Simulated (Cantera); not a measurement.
Standard-state values (1 bar) from the NASA 1993 polynomials, evaluated with Cantera. Values are per mole of reaction as written; species without (g) are pure solids or liquids, kept so even where they would boil at 1 bar.

Task: Between 898 and 1198 K, where is each reaction favourable under standard conditions?
- 4 AlN + O₂(g) ⇌ 4 N(g) + 2 Al₂O(g)

Result: 
- 4 AlN + O₂(g) ⇌ 4 N(g) + 2 Al₂O(g): ΔG° is 2121 kJ at 898 K and 1871 kJ at 1198 K; it stays positive (K < 1). ΔH° is 2864 kJ and ΔS° 829 J/K at 1198 K.
